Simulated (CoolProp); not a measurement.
20 sccm (0 °C, 1 atm) of nitrogen bubbles through liquid dimethyl carbonate at 334 K and leaves saturated at a total pressure of 0.0834 MPa (ideal gas phase). Each further row changes one setting.

Values from CoolProp's reference Helmholtz-energy equation of state, Zhou 2011.

```csv
case,vapour pressure (kPa),mole fraction of vapour,delivery (mg/min),delivery (sccm),change of delivery for a bath 1 K warmer (%)
as stated,36.1,(withheld),(withheld),15.3,7.2
bath temperature 339 K,43.8,(withheld),88.7,22.1,(withheld)
total pressure 0.167 MPa,36.1,0.216,22.2,5.52,5.1
```

Some entries are withheld; supply them.


- as stated, mole fraction of vapour: 0.433
- as stated, delivery (mg/min): 61.4
- bath temperature 339 K, mole fraction of vapour: 0.525
- bath temperature 339 K, change of delivery for a bath 1 K warmer (%): 8.4
